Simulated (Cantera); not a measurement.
Charge: 1 mol SiC, 0.0018 mol H2O, 52 mol N2, 0.096 mol N2O, at 900 °C and 1.60 mbar.

Cantera equilibrium calculation (NASA polynomials, part measured and part estimated; ideal gas, pure solids and liquids). Candidate condensed phases: C, C6H6, C7H8, C8H18, H2O, Si, SiC, SiO2, Si2N2O, Si3N4; 151 gas species. Mutual solubility and eutectic melting of coexisting phases are not modelled. Kinetics and transport are ignored.

Base state: N2 1.000, H2 3.48e-5 (mole fractions); condensed: C(graphite) + Si2N2O(s) + Si3N4(s).

What changes in the equilibrium state with this change: temperature from 900 °C to 1975 °C?


```json
[
 {"species": "N2", "before": "1.000", "after": "0.979"},
 {"species": "Si", "before": "<1e-9", "after": "0.0160"},
 {"species": "SiC2", "before": "<1e-9", "after": "0.00184"},
 {"species": "Si2C", "before": "<1e-9", "after": "0.000393"},
 {"species": "CN", "before": "<1e-9", "after": "0.000248"},
 {"species": "SiN", "before": "<1e-9", "after": "9.77e-5"},
 {"species": "C2N2", "before": "<1e-9", "after": "1.41e-5"},
 {"species": "C(graphite), mol", "before": "1.000", "after": "0.670"},
 {"species": "Si2N2O(s), mol", "before": "0.0976", "after": "0"},
 {"species": "Si3N4(s), mol", "before": "0.268", "after": "0"}
]
```
The tables' values for SiN are old estimates; treat these amounts as uncertain.

What changes in the equilibrium state with this change: temperature from 900 °C to 1327 °C?


```json
[
 {"species": "N2", "before": "1.000", "after": "0.998"},
 {"species": "CO", "before": "4.23e-6", "after": "0.000943"},
 {"species": "SiO", "before": "<1e-9", "after": "0.000931"},
 {"species": "Si", "before": "<1e-9", "after": "1.18e-5"},
 {"species": "H2", "before": "3.48e-5", "after": "3.04e-5"},
 {"species": "C(graphite), mol", "before": "1.000", "after": "0"},
 {"species": "Si2N2O(s), mol", "before": "0.0976", "after": "0"},
 {"species": "Si3N4(s), mol", "before": "0.268", "after": "0"},
 {"species": "SiC(s), mol", "before": "0", "after": "0.951"}
]
```

What changes in the equilibrium state with this change: temperature from 900 °C to 1202 °C?


| species | before | after |
|---|---|---|
| N2 | 1.000 | 0.999 |
| CO | 4.23e-6 | 0.00121 |
| SiO | <1e-9 | 0.000111 |
| H2 | 3.48e-5 | 3.32e-5 |
| C(graphite), mol | 1.000 | 0 |
| Si2N2O(s), mol | 0.0976 | 0.0288 |
| Si3N4(s), mol | 0.268 | 0 |
| SiC(s), mol | 0 | 0.937 |
